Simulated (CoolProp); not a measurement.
Saturation properties of hydrogen chloride (Tc = 324.7 K, pc = 8.314 MPa, ω = 0.130).

Model: reference Helmholtz-energy equation of state, Thol 2018, in CoolProp.

| T (K) | p (MPa) | liquid density (kg/m³) | vapour density (kg/m³) | enthalpy of vaporisation (kJ/kg) | liquid cp (kJ/(kg K)) |
|---|---|---|---|---|---|
| 232.2 | 0.7401 | 1067 | 15.72 | 388.3 | 1.741 |
| 237.4 | 0.8889 | 1051 | 18.76 | 380.3 | 1.760 |
| 242.7 | 1.063 | 1035 | 22.33 | 371.7 | 1.784 |
| 247.9 | 1.256 | 1018 | 26.35 | 362.8 | 1.811 |
| 253.1 | 1.475 | 1001 | 30.94 | 353.5 | 1.843 |
| 258.3 | 1.721 | 983.2 | 36.19 | 343.6 | 1.881 |
| 263.5 | 1.995 | 964.6 | 42.19 | 333.0 | 1.925 |
| 268.8 | 2.307 | 944.8 | 49.19 | 321.6 | 1.979 |
| 274 | 2.647 | 924.4 | 57.08 | 309.5 | 2.044 |
| 279.2 | 3.023 | 902.7 | 66.17 | 296.5 | 2.124 |
| 284.4 | 3.437 | 879.7 | 76.71 | 282.4 | 2.225 |
| 289.6 | 3.892 | 855.0 | 89.02 | 267.0 | 2.358 |
| 294.9 | 4.401 | 827.5 | 103.9 | 249.6 | 2.541 |
| 300.1 | 4.948 | 797.8 | 121.5 | 230.4 | 2.799 |

It boils at 188.2 K under 1 atm.
